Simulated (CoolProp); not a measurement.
Vapour pressure (MPa) of cyclohexane: the reference equation beside estimates from Tc = 553.6 K, pc = 4.081 MPa, ω = 0.209. Clausius-Clapeyron is anchored at 384.6 K with a constant enthalpy of vaporisation of 28.14 kJ/mol.

The numbers come from the reference Helmholtz-energy equation of state, Zhou 2014 in CoolProp.

```tsv
T (K)	reference	Lee-Kesler	Clausius-Clapeyron	van der Waals	Redlich-Kwong	Peng-Robinson
297.7	0.01276	0.01275	0.01796	0.1827	0.02393	0.01361
319.5	0.03160	0.03146	0.03901	0.2822	0.05489	0.03275
341.2	0.06811	0.06784	0.07652	0.4132	0.1102	0.06924
362.9	0.1319	0.1317	0.1385	0.5802	0.1998	0.1325
384.6	0.2344	0.2345	0.2344	0.7869	0.3346	0.2339
406.4	0.3895	0.3902	0.3759	1.038	0.5265	0.3874
428.1	0.6099	0.6113	0.5733	1.335	0.7843	0.6064
449.8	0.9116	0.9132	0.8395	1.680	1.119	0.9077
471.6	1.313	1.314	1.189	2.079	1.544	1.311
493.3	1.828	1.828	1.630	2.530	2.062	1.831
```

Absolute difference from the reference over all 10 rows, mean and median: Lee-Kesler 0.2 and 0.2 %, Clausius-Clapeyron 11.9 and 8.7 %, van der Waals 367.4 and 201.1 %, Redlich-Kwong 43.4 and 39.0 %, Peng-Robinson 1.4 and 0.5 %.
